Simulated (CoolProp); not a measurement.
CH3F (R41) at several states: fugacity coefficient from the reference equation and from simpler models built on Tc = 317.3 K, pc = 59.06 bar, ω = 0.200; each cubic takes its own stable root.

The numbers come from the reference Helmholtz-energy equation of state, Lemmon 2006 in CoolProp. It is a short technical equation, of lower accuracy than the large ones.

| T (K) | p (bar) | phase | reference |
|---|---|---|---|
| 339.9 | 81.1 | supercritical | 0.6137 |
| 151.6 | 4.34 | liquid | 0.009942 |
| 287.9 | 3.43 | gas | 0.9686 |
| 308.4 | 260 | liquid | 0.1937 |
| 399.9 | 25 | gas | 0.9256 |

How far does each simpler model (Soave-Redlich-Kwong, Peng-Robinson) lie from the reference over these 5 states: mean and median of the absolute difference, and the worst?


- Soave-Redlich-Kwong: mean 8.7 %, median 6.1 %, worst +21.6 % at 308.4 K and 260 bar
- Peng-Robinson: mean 3.8 %, median 1.7 %, worst +10.8 % at 308.4 K and 260 bar
